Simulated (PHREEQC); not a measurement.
A solution holds 0.012 mol/kgw Cu(BF4)2, 0.053 mol/kgw H2SO4 and 0.0026 mol/kgw NaCl, at 89 °C. Closed to the air; pH follows from the charge balance.

The numbers come from PHREEQC with the ion-association model, phreeqc.dat.

Each row changes one thing in this solution. This is a speciation only: nothing precipitates in the calculation.

```csv
case,pH,ionic strength (mol/kgw),H3BO3 (mol/kgw),Cl- (mol/kgw),H2BO3- (mol/kgw),SI of Halite (NaCl)
as made,1.37,0.0907,0.00650,0.00230,3.05e-10,-7.08
Cu(BF4)2 replaced by Na2B4O7 at the same molality,1.53,0.0682,___,0.00260,3.21e-9,-6.00
H2SO4 left out,3.04,___,0.00303,0.00219,6.24e-9,-7.03
NaCl from 0.0026 to 0.00286 mol/kgw,1.37,0.0909,0.00649,0.00253,3.05e-10,___
Cu(BF4)2 from 0.012 to 0.006 mol/kgw,1.36,0.0751,0.00546,0.00244,2.49e-10,-7.04
temperature from 89 to 75 °C,1.34,0.0945,0.00514,0.00241,1.88e-10,___
diluted 100-fold with water,3.08,0.00161,0.000239,2.59e-5,4.60e-10,-10.83
diluted 10-fold with water,2.30,___,0.00204,0.000254,6.88e-10,-8.90
```

**Question.** Fill in the missing entries.

**Answer.** 
- Cu(BF4)2 replaced by Na2B4O7 at the same molality, H3BO3 (mol/kgw): 0.0480
- H2SO4 left out, ionic strength (mol/kgw): 0.0378
- NaCl from 0.0026 to 0.00286 mol/kgw, SI of Halite (NaCl): -7.00
- temperature from 89 to 75 °C, SI of Halite (NaCl): -7.05
- diluted 10-fold with water, ionic strength (mol/kgw): 0.0106

Species that the database lacks are ignored. Constants without temperature data keep their 25 °C values here. Real BF4- forms and hydrolyses slowly; the run takes it at equilibrium.
